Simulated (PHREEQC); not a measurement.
## Leach liquor (model solution)

Consider water at 25 °C with 41 mmol/kgw HCl and 0.26 mmol/kgw Li2SO4. It is in equilibrium with CO2 at log p = -3.5 (atm). Otherwise closed; pH follows from the charge balance.

Computed with PHREEQC (ion-association model, wateq4f.dat).

No solid was allowed to form.

What pH does the model give?

pH 1.45.

In which forms is S present?

HSO4- 67 %, SO4-2 33 % of the S.
